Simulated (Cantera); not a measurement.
Input: 1 mol Fe2O3, 5.3 mol H2, 39 mol N2, at 16.0 mbar.

These are equilibrium values from Cantera (NASA tables, ideal gas, pure condensed phases), not measurements of a reactor. Candidate condensed phases: Fe, FeO, Fe(OH)2, Fe(OH)3, Fe2O3, Fe3O4, H2O; 27 gas species. Mutual solubility and eutectic melting of coexisting phases are not modelled. The tables' stoichiometric FeO is somewhat more stable than real wüstite, so its field is too wide. FeO: taken at fixed stoichiometry. Kinetics and transport are ignored. All values below are at 1148 K.

Base state: N2 0.880, H2 0.0957, H2O 0.0240 (mole fractions); condensed: Fe(α) + FeO(s).

Task: What changes in the equilibrium state with this change: 0.062 mol Cl2 added?

Result: 
```
species      before    after
-----------  ------  -------
N2            0.880    0.879
H2           0.0957   0.0944
H2O          0.0240   0.0237
HCl               0  0.00274
FeCl2             0  2.54e-5
Fe(α), mol   0.0619   0.0486
FeO(s), mol    1.94     1.95
```
Further candidate phases: FeCl2, FeCl3, NH4Cl.
